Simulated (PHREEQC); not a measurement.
Make-up at 25 °C and 500 atm: 12 mmol/kgw Cu(BF4)2, 9.1 mmol/kgw H2SO4 and 52 mmol/kgw NaCl. Closed to the air; pH follows from the charge balance.

All values are PHREEQC results (ion-association model, phreeqc.dat), not measurements.

Each row changes one thing in this solution. This is a speciation only: nothing precipitates in the calculation.

```json
[
 {"case": "as made", "pH": "1.89", "ionic strength (mol/kgw)": "0.104", "SO4-2 (mol/kgw)": "0.00550", "HSO4- (mol/kgw)": "0.00195", "NaSO4- (mol/kgw)": "0.000535", "SI of Halite (NaCl)": "-4.44"},
 {"case": "Cu(BF4)2 left out", "pH": "1.88", "ionic strength (mol/kgw)": "0.0732", "SO4-2 (mol/kgw)": "0.00604", "HSO4- (mol/kgw)": "0.00240", "NaSO4- (mol/kgw)": "0.000658", "SI of Halite (NaCl)": "-4.41"},
 {"case": "H2SO4 from 0.0091 to 0.091 mol/kgw", "pH": "1.01", "ionic strength (mol/kgw)": "0.225", "SO4-2 (mol/kgw)": "0.0274", "HSO4- (mol/kgw)": "0.0588", "NaSO4- (mol/kgw)": "0.00197", "SI of Halite (NaCl)": "-4.50"},
 {"case": "H2SO4 from 0.0091 to 0.00455 mol/kgw", "pH": "2.16", "ionic strength (mol/kgw)": "0.0959", "SO4-2 (mol/kgw)": "0.00300", "HSO4- (mol/kgw)": "0.000587", "NaSO4- (mol/kgw)": "0.000301", "SI of Halite (NaCl)": "-4.43"},
 {"case": "diluted 100-fold with water", "pH": "3.28", "ionic strength (mol/kgw)": "0.00151", "SO4-2 (mol/kgw)": "8.76e-5", "HSO4- (mol/kgw)": "2.29e-6", "NaSO4- (mol/kgw)": "1.99e-7", "SI of Halite (NaCl)": "-8.25"},
 {"case": "0.031 mol/kgw NaNO3 added", "pH": "1.89", "ionic strength (mol/kgw)": "0.136", "SO4-2 (mol/kgw)": "0.00553", "HSO4- (mol/kgw)": "0.00183", "NaSO4- (mol/kgw)": "0.000785", "SI of Halite (NaCl)": "-4.25"},
 {"case": "0.013 mol/kgw HBr added", "pH": "1.65", "ionic strength (mol/kgw)": "0.116", "SO4-2 (mol/kgw)": "0.00482", "HSO4- (mol/kgw)": "0.00289", "NaSO4- (mol/kgw)": "0.000453", "SI of Halite (NaCl)": "-4.44"}
]
```

Species that the database lacks are ignored. Under pressure, the constants of complexes without a molar volume in the database are unreliable. Real BF4- forms and hydrolyses slowly; the run takes it at equilibrium.
